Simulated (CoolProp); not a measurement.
R1234yf along the isobar 893 kPa: density (kg/m³) from the reference equation and from simpler models built on Tc = 367.8 K, pc = 3384 kPa, ω = 0.276; each cubic takes its own stable root.

Model: reference Helmholtz-energy equation of state, Lemmon 2022, in CoolProp.

```csv
T (K),phase,reference
188.2,liquid,1410
201.2,liquid,1377
214.1,liquid,1344
227.1,liquid,1311
240,liquid,1276
253,liquid,1239
265.9,liquid,1201
278.9,liquid,1160
291.9,liquid,1116
304.8,liquid,1067
317.8,gas,46.97
330.7,gas,43.66
343.7,gas,40.94
356.6,gas,38.68
369.6,gas,36.72
382.6,gas,35.00
```

### Question
How far does each simpler model (Redlich-Kwong, Soave-Redlich-Kwong, Peng-Robinson) lie from the reference over these 16 states: mean and median of the absolute difference, and the worst?

### Answer
- Redlich-Kwong: mean 14.5 %, median 13.4 %, worst -95.4 % at 304.8 K and 893 kPa
- Soave-Redlich-Kwong: mean 7.3 %, median 10.6 %, worst -13.2 % at 304.8 K and 893 kPa
- Peng-Robinson: mean 0.6 %, median 0.7 %, worst -1.4 % at 304.8 K and 893 kPa

At some of these states Redlich-Kwong gives the other phase, because its saturation line lies elsewhere.
